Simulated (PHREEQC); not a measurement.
PHREEQC input (ion-association model, wateq4f.dat):

```
SOLUTION_MASTER_SPECIES
  An  An-  0  An  62.0  # stands for a non-complexing anion
SOLUTION_SPECIES
  An- = An-
    -log_k 0
    -gamma 3.0 0
PHASES
  Fix_H+
    H+ = H+
    -log_k 0
SOLUTION 1
  temp 25
  units mmol/kgw
  pH 7 charge
  S(6) 0.037
  Ag 0.074
  Cl 0.00102
  Zn 0.00051
  Na 300
  An 300
END
SELECTED_OUTPUT 1
  -reset false
  -pH true
  -pe true
  -ionic_strength true
  -water true
  -totals Ag Cl Na S Zn S(-2) S(6)
  -molalities Hfo_wOH Hfo_wOH2+ Hfo_wO- Hfo_sOH Hfo_sOH2+ Hfo_sO- Hfo_sOAg Hfo_wOAg Hfo_sOZn+ Hfo_wOZn+
    Hfo_wSO4- Hfo_wOHSO4-2
  -saturation_indices Zn(OH)2-e Zn4(OH)6SO4 Zn5(OH)8Cl2 Cerargyrite Ag2O Ag2SO4 Halite Mirabilite Goslarite
USER_PUNCH 1
  -headings sigma psi
  10 PUNCH EDL("sigma", "Hfo"), EDL("psi", "Hfo")
PRINT
  -reset false
USE solution 1
SURFACE 1
  Hfo_wOH 7.86517e-05 600 0.035
  Hfo_sOH 1.96629e-06
EQUILIBRIUM_PHASES 1
  Fix_H+ -4 HAn 10
    -force_equality true
  O2(g) -0.68 10
END
# ... the last block is repeated for the other 12 points of pH, with NaOH or the acid as the point needs
```

Selected output (columns that matter, 13 of 13 rows; pH added in front):

```
pH	mu	Ag	Na	S	Zn	si_Zn(OH)2-e	si_Zn4(OH)6SO4	si_Zn5(OH)8Cl2	si_Cerargyrite	si_Ag2O	si_Halite	si_Mirabilite	si_Goslarite	sigma
4	0.30025	7.3999e-05	0.3	2.9249e-05	5.0999e-07	-10.339	-37.022	-53.057	-0.7011	-13.116	-8.4302	-5.5313	-10.176	0.28336
4.67	0.30014	7.3987e-05	0.3	3.0684e-05	5.0972e-07	-8.9991	-32.981	-47.697	-0.7012	-11.776	-8.4302	-5.5095	-10.155	0.25811
5.33	0.30012	7.3867e-05	0.3	3.3303e-05	5.0571e-07	-7.6826	-28.999	-42.435	-0.7019	-10.458	-8.4301	-5.4738	-10.122	0.20961
6	0.30011	7.3307e-05	0.3	3.5734e-05	4.6922e-07	-6.3753	-25.079	-37.238	-0.705	-9.1242	-8.4299	-5.4431	-10.124	0.14787
6.67	0.3001	7.2541e-05	0.3	3.6748e-05	3.4596e-07	-5.1683	-21.579	-32.542	-0.7093	-7.7933	-8.4297	-5.431	-10.245	0.090032
7.33	0.30009	7.2007e-05	0.3	3.6964e-05	1.5511e-07	-4.2004	-19.025	-29.023	-0.7123	-6.4797	-8.4295	-5.4284	-10.595	0.044303
8	0.30009	7.0641e-05	0.3	3.6996e-05	2.7898e-08	-3.6328	-18.094	-27.524	-0.7201	-5.1564	-8.429	-5.428	-11.367	0.006469
8.67	0.3001	6.5935e-05	0.30002	3.7e-05	4.974e-09	-3.2959	-18.087	-27.176	-0.7485	-3.8765	-8.4273	-5.4279	-12.37	-0.029274
9.33	0.30013	5.4463e-05	0.30007	3.7e-05	5.3867e-09	-2.8938	-17.798	-26.477	-0.8279	-2.7236	-8.4231	-5.4278	-13.288	-0.065922
10	0.30025	3.9599e-05	0.3002	3.7e-05	2.2042e-08	-2.2527	-16.574	-24.601	-0.9632	-1.6651	-8.4175	-5.4275	-13.987	-0.10001
10.67	0.30079	2.9853e-05	0.30076	3.7e-05	1.5582e-07	-1.4639	-14.759	-21.989	-1.0937	-0.5935	-8.413	-5.4265	-14.539	-0.12469
11.33	0.30325	2.6733e-05	0.30323	3.7e-05	4.5948e-07	-1.2218	-15.112	-22.094	-1.2006	0.5087	-8.4076	-5.4222	-15.618	-0.14094
12	0.3149	3.162e-05	0.3149	3.7e-05	5.0834e-07	-1.7329	-18.506	-25.985	-1.4741	1.2972	-8.39	-5.4022	-17.48	-0.17144
```

Along this series the solution becomes supersaturated in solids that the run did not let form, among them Ag2O.
